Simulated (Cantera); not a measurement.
Charge: 1 mol Ta₂O₅, 0.42 mol H₂, held at 1998 K and 36.8 Torr.

Method: chemical equilibrium by Gibbs-energy minimisation in Cantera with the NASA 1993 tables (ideal gas, pure condensed phases). Candidate condensed phases: H₂O, Ta, Ta₂O₅; 12 gas species. Mutual solubility and eutectic melting of coexisting phases are not modelled. Condensed phases not in the tables: N, O or C dissolved in the metal. Equilibrium is a limit: real reactors are often held back by kinetics, nucleation or transport.

Base state: H₂ 0.991, H 0.00721, H₂O 0.00180, TaO₂ 2.07e-5 (mole fractions); condensed: Ta(s) + Ta₂O₅(s).

What changes in the equilibrium state with this change: Ta₂O₅ replaced by TiO₂?


```json
[
 {"species": "H₂", "before": "0.991", "after": "0.722"},
 {"species": "H₂O", "before": "0.00180", "after": "0.271"},
 {"species": "H", "before": "0.00721", "after": "0.00616"},
 {"species": "TaO₂", "before": "2.07e-5", "after": "0"},
 {"species": "OH", "before": "1.30e-6", "after": "0.000230"},
 {"species": "Ta(s), mol", "before": "0.000301", "after": "0"},
 {"species": "Ta₂O₅(s), mol", "before": "1.000", "after": "0"},
 {"species": "TiO₂(rutile), mol", "before": "0", "after": "0.542"},
 {"species": "Ti₄O₇(l), mol", "before": "0", "after": "0.114"}
]
```
Condensed phases not in the tables: Magnéli phases beyond Ti₄O₇. Gases not in the tables: TiO(OH)₂. Further candidate phases: Ti, TiO, TiO₂, Ti₂O₃, Ti₃O₅, Ti₄O₇.

What changes in the equilibrium state with this change: temperature from 1998 K to 2100 K?


| species | before | after |
|---|---|---|
| H₂ | 0.991 | 0.983 |
| H | 0.00721 | 0.0140 |
| H₂O | 0.00180 | 0.00265 |
| TaO₂ | 2.07e-5 | 0.000106 |
| TaO | 3.97e-6 | 2.07e-5 |
| Ta(s), mol | 0.000301 | 0.000435 |
| Ta₂O₅(s), mol | 1.000 | 0 |
| Ta₂O₅(l), mol | 0 | 1.000 |

What changes in the equilibrium state with this change: 0.025 mol CO₂ added?


```
species          before     after
-------------  --------  --------
H₂                0.991     0.882
CO                    0    0.0552
H₂O             0.00180    0.0552
TaO₂            2.07e-5   3.53e-6
CO₂                   0  0.000755
OH              1.30e-6   4.24e-5
H               0.00721   0.00681
Ta(s), mol     0.000301         0
Ta₂O₅(s), mol     1.000     1.000
```
Further candidate phases: C, C₆H₆, C₇H₈, C₈H₁₈, TaC.
